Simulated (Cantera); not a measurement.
A closed system holds: 1 mol (CH3)2SiCl2, 0.063 mol C2H2, 3.3 mol H2, at 2075 K and 1000 Pa.

Cantera equilibrium calculation (NASA polynomials, part measured and part estimated; ideal gas, pure solids and liquids). Candidate condensed phases: C, C6H6, C7H8, C8H18, Si, SiC; 109 gas species. The feed counts by its element totals alone. The tables' values for SiCl, SiCl3 are old estimates; treat these amounts as uncertain. Rates play no part.

Base state: H2 0.721, HCl 0.237, H 0.0226, SiCl2 0.0123, Cl 0.00549, C2H2 (acetylene) 0.000894, Si 0.000730, SiCl 0.000427 (mole fractions); condensed: C(graphite) + SiC(s).

Question: What changes in the equilibrium state with this change: pressure from 1000 Pa to 12000 Pa?

Answer: 
```json
[
 {"species": "H2", "before": "0.721", "after": "0.735"},
 {"species": "HCl", "before": "0.237", "after": "0.243"},
 {"species": "SiCl2", "before": "0.0123", "after": "0.0126"},
 {"species": "H", "before": "0.0226", "after": "0.00659"},
 {"species": "CH4", "before": "1.82e-6", "after": "2.27e-5"},
 {"species": "Si2C", "before": "2.71e-5", "after": "2.26e-6"},
 {"species": "C(graphite), mol", "before": "1.21", "after": "1.21"},
 {"species": "SiC(s), mol", "before": "0.898", "after": "0.903"}
]
```
The tables' values for SiCl3, SiCl are old estimates; treat these amounts as uncertain.

Question: What changes in the equilibrium state with this change: H2 from 3.3 to 130 mol?

Answer: 
| species | before | after |
|---|---|---|
| H2 | 0.721 | 0.957 |
| H | 0.0226 | 0.0261 |
| HCl | 0.237 | 0.0143 |
| SiCl2 | 0.0123 | 3.38e-5 |
| Si | 0.000730 | 0.000730 |
| SiCl3 | 6.10e-5 | 8.82e-9 |
| SiCl | 0.000427 | 2.24e-5 |
| Cl | 0.00549 | 0.000288 |
| C(graphite), mol | 1.21 | 0.914 |
| SiC(s), mol | 0.898 | 0.873 |
The tables' values for SiCl are old estimates; treat these amounts as uncertain. Gases not in the tables: Si2H6 and higher silanes.
